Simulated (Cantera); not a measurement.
Input (Python, Cantera) and output of one run.

```python
import numpy as np
import cantera as ct

gas_names = """
    H HO2 H2 H2O H2O2 O OH O2 O3 V VO VO2
""".split()
cond_names = """
    H2O(s) H2O(L) V(cr) V(L) VO(s) VO(L) V2O3(s) V2O3(L) V2O4(I) V2O4(II) V2O4(L) V2O5(s) V2O5(L)
""".split()


# ... load() reads the species with a 1 bar reference pressure and builds the phases ...
atoms = {
    'V2O5': {'V': 2, 'O': 5},
    'H2': {'H': 2},
    'H2O': {'H': 2, 'O': 1},
}
top_T = {}  # K; cautious upper limits of use, not melting points


# ... equilibrate(T, P, feed) seeds the gas with the atoms and calls Mixture.equilibrate('TP', solver="vcs", rtol=1e-11, max_steps=5000) ...
results = []
feed = {'V2O5': 1, 'H2': 510, 'H2O': 0.15}  # mol
P = 410000  # Pa
for T in [1623, 1673, 1723, 1773, 1823, 1873, 1923, 1973, 2023, 2073, 2123, 2173, 2223]:
    mix = equilibrate(T, P, feed)
    results.append((T, P, feed, dict(zip(mix.species_names, mix.species_moles))))

top = {s: max(r[3][s] / sum(r[3][g] for g in gas_names) for r in results) for s in gas_names}
cols = sorted((s for s in top if top[s] > 1e-06), key=lambda s: -top[s])[:7]
seen = [c for c in cond_names if any(r[3].get(c, 0) > 1e-12 for r in results)]
print("log10 of partial pressures in bar; condensed amounts in mol")
print(f"{'T/K':>10s}" + "".join(f"{s[:9]:>10s}" for s in cols + seen))
for T, P, feed, n in results:
    ng = sum(n[g] for g in gas_names)
    print(f"{T:10.4g}" + "".join(f"{np.log10(max(n[s] / ng * P / 1e5, 1e-99)):10.3f}" for s in cols)
          + "".join(f"{n.get(c, 0):10.4g}" for c in seen))
```

Result:

```
log10 of partial pressures in bar; condensed amounts in mol
       T/K        H2       H2O         H        VO       VO2        OH         V     VO(s)     VO(L)
      1623     0.610    -1.597    -3.855    -8.876    -8.069    -7.440   -10.955         2         0
      1673     0.610    -1.597    -3.639    -8.370    -7.665    -7.163   -10.308         2         0
      1723     0.610    -1.597    -3.434    -7.894    -7.287    -6.902    -9.700         2         0
      1773     0.610    -1.597    -3.241    -7.446    -6.931    -6.655    -9.128         2         0
      1823     0.610    -1.597    -3.058    -7.025    -6.596    -6.422    -8.588         2         0
      1873     0.610    -1.597    -2.885    -6.627    -6.280    -6.202    -8.078         2         0
      1923     0.610    -1.597    -2.721    -6.251    -5.981    -5.993    -7.596         2         0
      1973     0.610    -1.597    -2.565    -5.896    -5.699    -5.794    -7.140         2         0
      2023     0.610    -1.597    -2.417    -5.559    -5.432    -5.606    -6.707     1.999         0
      2073     0.610    -1.597    -2.275    -5.247    -5.186    -5.426    -6.303         0     1.998
      2123     0.609    -1.597    -2.141    -4.976    -4.978    -5.255    -5.944         0     1.997
      2173     0.609    -1.598    -2.012    -4.718    -4.780    -5.092    -5.603         0     1.995
      2223     0.609    -1.598    -1.889    -4.472    -4.592    -4.936    -5.277         0     1.992
```

Cantera equilibrium calculation (NASA polynomials, part measured and part estimated; ideal gas, pure solids and liquids). VO: taken at fixed stoichiometry.
